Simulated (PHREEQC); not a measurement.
Dissolve 0.0041 mol/kgw NH3, 0.00064 mol/kgw H3BO3 and 0.041 mol/kgw K2CO3 at 15 °C. Closed to the air; pH follows from the charge balance.

Model: ion-association model, phreeqc.dat, run in PHREEQC.

Each row changes one thing in this solution. Precipitation was switched off in this run.

```tsv
case	pH	ionic strength (mol/kgw)	H3BO3 (mol/kgw)
as made	11.39	0.121	4.11e-6
NH3 left out	___	0.121	4.21e-6
K2CO3 left out	___	0.000669	6.12e-5
NH3 replaced by (NH4)2CO3 at the same molality	10.74	0.119	1.78e-5
H3BO3 from 0.00064 to 6.4e-05 mol/kgw	___	0.121	3.49e-7
NH3 replaced by NH4Cl at the same molality	___	0.118	1.10e-5
temperature from 15 to 40 °C	___	0.119	8.05e-6
```

Problem. Fill in the missing entries.

Solution. 
- NH3 left out, pH: 11.38
- K2CO3 left out, pH: 10.29
- H3BO3 from 0.00064 to 6.4e-05 mol/kgw, pH: 11.46
- NH3 replaced by NH4Cl at the same molality, pH: 10.96
- temperature from 15 to 40 °C, pH: 10.89

Species that the database lacks are ignored. At this temperature some constants are extrapolated from 25 °C, and those without enthalpy data are left unchanged.
